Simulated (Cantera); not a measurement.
# SiHCl3 + N2 + H2 (silicon nitride deposition)

A closed system holds: 1 mol SiHCl3, 2.1 mol N2, a varied amount of H2, equilibrated at 927 °C and 0.158 Torr.

Method: chemical equilibrium by Gibbs-energy minimisation in Cantera with the NASA 1993 tables (ideal gas, pure condensed phases). Candidate condensed phases: NH4Cl, Si, Si3N4; 28 gas species. N2 is the only nitrogen source here; it is nearly inert below about 1500 K, so the nitride shown seldom forms there in practice. The tables' values for SiCl3 are old estimates; treat these amounts as uncertain. The numbers say what is thermodynamically allowed, not how fast it happens.

```
n(H2) (mol)   x H2  x HCl    x N2   x SiCl2   x SiCl4   x SiCl3  x SiHCl3      x H  n Si3N4(s)
-----------  -----  -----  ------  --------  --------  --------  --------  -------  ----------
4.4          0.445  0.358   0.188   0.00546   0.00234   0.00121   7.92e-5  9.08e-6       0.310
5.6          0.516  0.316   0.162   0.00406   0.00117  0.000737   5.21e-5  9.78e-6       0.315
7.2          0.587  0.272   0.137   0.00296  0.000556  0.000433   3.26e-5  1.04e-5       0.319
9.2          0.651  0.231   0.115   0.00216  0.000263  0.000255   2.02e-5  1.10e-5       0.322
12           0.714  0.190  0.0940   0.00153  0.000115  0.000142   1.18e-5  1.15e-5       0.324
15           0.760  0.160  0.0786   0.00114   5.72e-5   8.63e-5   7.40e-6  1.19e-5       0.325
19           0.803  0.132  0.0645  0.000838   2.70e-5   5.08e-5   4.48e-6  1.22e-5       0.326
25           0.844  0.104  0.0508  0.000584   1.12e-5   2.73e-5   2.47e-6  1.25e-5       0.327
```
x: gas mole fraction; n: condensed amount in mol.

From 4.4 mol H2 to 25 mol H2 the condensed part is Si3N4(s). The main Si-bearing gas is SiCl2 throughout. The share of Si in condensed phases is highest at 25 mol H2 (98.2 %) and lowest at 4.4 mol H2 (92.9 %).
